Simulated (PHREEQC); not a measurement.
0.72 g of hydrous ferric oxide (600 m²/g; 0.2 weak and 0.005 strong sites per Fe, Dzombak-Morel constants, diffuse double layer) in 1 kg of water with 0.05 mol/kgw of an inert sodium salt and 0.038 mmol/kgw ZnCl2, 0.035 mmol/kgw Ag2SO4 and 1.4 mmol/kgw CuSO4, at 25 °C; the pH is set by adding NaOH or the inert anion's acid. Oxygen alone is held at its pressure in air (log pO2 = -0.68). No CO2 enters from the air. Nothing may precipitate in this run.

Base run: PHREEQC, ion-association model, wateq4f.dat. Each further column changes one thing. The table gives Cu sorbed (%).

```csv
pH,base,no electrostatic term (-no_edl),background salt from 0.05 to 0.005 mol/kgw,oxide from 0.72 to 3.6 g/kgw,0.0026 mol/kgw MgCl2 added
4,2.9,3.4,3.3,14.5,2.9
5,34.8,48.6,…,81.9,34.6
6.5,84.9,…,80.4,99.9,85.4
7.5,83.9,99.9,79.0,100.0,…
8.5,67.3,99.0,64.1,100.0,66.2
9.5,56.0,…,54.6,100.0,…
11,47.3,2.6,50.1,99.8,…
12,35.7,0.0,42.3,96.8,0.0
```

Question: What belongs in the gaps?

Answer: 
- 5, background salt from 0.05 to 0.005 mol/kgw: 37.3
- 6.5, no electrostatic term (-no_edl): 99.5
- 7.5, 0.0026 mol/kgw MgCl2 added: 84.3
- 9.5, no electrostatic term (-no_edl): 84.2
- 9.5, 0.0026 mol/kgw MgCl2 added: 28.6
- 11, 0.0026 mol/kgw MgCl2 added: 0.2

In at least one series the solution becomes supersaturated in solids that the run did not let form, among them Cu(OH)2, Brochantite, Antlerite, Atacamite, Zn(OH)2-e. The database's constant for dissolved Cu(OH)2 is higher than later reviews accept.
